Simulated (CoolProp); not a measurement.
A closed Brayton cycle with carbon dioxide: compressor inlet 309.15 K and 7.7 MPa, high pressure 24.4 MPa, turbine inlet 910 K, compressor efficiency 0.8, turbine efficiency 0.93, recuperator effectiveness 0.95 (on enthalpy, no pinch check). Each further row changes one setting.

Values from CoolProp's reference Helmholtz-energy equation of state, Span 1996.

| case | thermal efficiency (%) | net work (kJ/kg) | compressor to turbine work | compressor exit (K) | turbine exit (K) |
|---|---|---|---|---|---|
| as stated | 41.4 | 122 | 0.29 | 390.5 | 760.2 |
| turbine inlet 860 K | [?] | [?] | 0.31 | 390.5 | [?] |
| compressor inlet 319.15 K | 39.8 | [?] | 0.37 | 417.4 | 760.2 |
| high pressure 20.7 MPa | 40.5 | 108 | [?] | 378.5 | [?] |
| recuperator effectiveness 0.5 | 25.1 | 122 | 0.29 | 390.5 | 760.2 |

Task: Complete the blanks.

Result: 
- turbine inlet 860 K, thermal efficiency (%): 39.6
- turbine inlet 860 K, net work (kJ/kg): 111
- turbine inlet 860 K, turbine exit (K): 715.5
- compressor inlet 319.15 K, net work (kJ/kg): 109
- high pressure 20.7 MPa, compressor to turbine work: 0.27
- high pressure 20.7 MPa, turbine exit (K): 780.8
